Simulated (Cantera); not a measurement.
Feed: 1 mol TiCl4, a varied amount of H2O, held at 1.00 Torr.

These are equilibrium values from Cantera (NASA tables, ideal gas, pure condensed phases), not measurements of a reactor. Candidate condensed phases: H2O, Ti, TiCl2, TiCl3, TiCl4, TiO, TiO2, Ti2O3, Ti3O5, Ti4O7; 23 gas species. Mutual solubility and eutectic melting of coexisting phases are not modelled. The tables' values for TiCl2 are old estimates. Condensed phases not in the tables: Magnéli phases beyond Ti4O7, TiOCl. Kinetics and transport are ignored.

Question: What condenses at these points (T in K, n(H2O) in mol): (1925, 0.28); (1925, 0.19); (1825, 1.4); (1825, 0.42); (1725, 0.93); (1325, 0.93); (1725, 1.4)?

Answer: 
```json
[
 {"T (K)": "1925", "n(H2O) in mol": "0.28", "condensed phases": "Ti3O5", "Ti condensed (%)": "14.7"},
 {"T (K)": "1925", "n(H2O) in mol": "0.19", "condensed phases": "Ti3O5", "Ti condensed (%)": "9.3"},
 {"T (K)": "1825", "n(H2O) in mol": "1.4", "condensed phases": "Ti4O7", "Ti condensed (%)": "79.3"},
 {"T (K)": "1825", "n(H2O) in mol": "0.42", "condensed phases": "Ti4O7", "Ti condensed (%)": "22.8"},
 {"T (K)": "1725", "n(H2O) in mol": "0.93", "condensed phases": "TiO2", "Ti condensed (%)": "46.1"},
 {"T (K)": "1325", "n(H2O) in mol": "0.93", "condensed phases": "TiO2", "Ti condensed (%)": "46.5"},
 {"T (K)": "1725", "n(H2O) in mol": "1.4", "condensed phases": "TiO2 + Ti4O7", "Ti condensed (%)": "70.5"}
]
```
